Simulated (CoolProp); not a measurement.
A simple Rankine cycle with R1233zd(E): condensing at 308.15 K, boiler at 1.48 MPa, turbine inlet 392.1 K, turbine efficiency 0.65, pump efficiency 0.6, no recuperator. Each further row changes one setting.

Computed with CoolProp (reference Helmholtz-energy equation of state, Akasaka 2022).

```
case                             thermal efficiency (%)  net work (kJ/kg)  heat in (kJ/kg)  turbine exit temperature (K)  volume ratio over the turbine
-------------------------------  ----------------------  ----------------  ---------------  ----------------------------  -----------------------------
as stated                                          10.4              24.6              236                         338.4                           9.15
turbine inlet 412.1 K                              10.5              27.2              259                         361.3                           8.68
condensing temperature 300.15 K                    11.4              28.0              246                         333.5                           12.0
boiler pressure 1.04 MPa                            9.1              22.4              246                         352.0                           5.91
turbine efficiency 0.55                             8.7              20.6              236                         343.1                           9.30
```
